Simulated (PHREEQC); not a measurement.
CaCl2 is added in steps, without added water, to 1 kg of water holding 0.0044 mol CdCl2, 0.0027 mol NaCl and 0.00042 mol FeSO4, at 4.9 °C. No oxygen is let in. The system is closed to CO2. The run lets Gypsum, Portlandite, Cd(OH)2, CdOHCl, Halite, Mirabilite, Melanterite precipitate or redissolve, and no other solid.

Base run: PHREEQC, ion-association model, wateq4f.dat. Each further column changes one thing. The table gives CdCl2 (mol/kgw).

```tsv
CaCl2 added (mol)	base	Davies equation for every ion	Debye-Hückel limiting law
0	4.56e-5	4.57e-5	4.25e-5
0.005833	0.000121	0.000122	0.000106
0.01167	0.000199	0.000201	0.000165
0.0175	0.000275	0.000279	0.000217
0.02333	0.000347	0.000354	0.000262
0.02917	0.000415	0.000425	0.000301
0.035	0.000480	0.000494	0.000335
```

Constants without temperature data keep their 25 °C values here.
